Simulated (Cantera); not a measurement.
A closed system holds: 1 mol CH2F2, 0.1 mol F2, 0.32 mol H2, held at 0.920 bar.

These are equilibrium values from Cantera (NASA tables, ideal gas, pure condensed phases), not measurements of a reactor. Candidate condensed phases: C, C6H6, C7H8, C8H18; 110 gas species. Ions and electrons are included (thermal ionisation). The numbers say what is thermodynamically allowed, not how fast it happens.

x: gas mole fraction; n: condensed amount in mol.

```json
[
 {"T (°C)": "2727", "x HF": "0.883", "x H": "0.0421", "x F": "0.00352", "x C": "5.51e-5", "x H2": "0.0653", "x C3": "0.000339", "x CF": "0.000407", "x C2": "3.44e-5", "n C(graphite)": "0.972"},
 {"T (°C)": "3227", "x HF": "0.752", "x H": "0.113", "x F": "0.0340", "x C": "0.00323", "x H2": "0.0337", "x C3": "0.0317", "x CF": "0.00945", "x C2": "0.00356", "n C(graphite)": "0.554"},
 {"T (°C)": "3727", "x HF": "___", "x H": "___", "x F": "___", "x C": "___", "x H2": "___", "x C3": "___", "x CF": "0.0275", "x C2": "___", "n C(graphite)": "0"},
 {"T (°C)": "4227", "x HF": "___", "x H": "___", "x F": "___", "x C": "___", "x H2": "___", "x C3": "___", "x CF": "0.0267", "x C2": "___", "n C(graphite)": "0"},
 {"T (°C)": "4727", "x HF": "0.0584", "x H": "0.427", "x F": "0.341", "x C": "0.141", "x H2": "0.00406", "x C3": "0.00256", "x CF": "0.0126", "x C2": "0.0122", "n C(graphite)": "0"}
]
```

Task: Complete the blanks.

Result: 
- 3727, x HF: 0.470
- 3727, x H: 0.236
- 3727, x F: 0.133
- 3727, x C: 0.0265
- 3727, x H2: 0.0201
- 3727, x C3: 0.0550
- 3727, x C2: 0.0172
- 4227, x HF: 0.197
- 4227, x H: 0.367
- 4227, x F: 0.267
- 4227, x C: 0.0838
- 4227, x H2: 0.0104
- 4227, x C3: 0.0196
- 4227, x C2: 0.0222
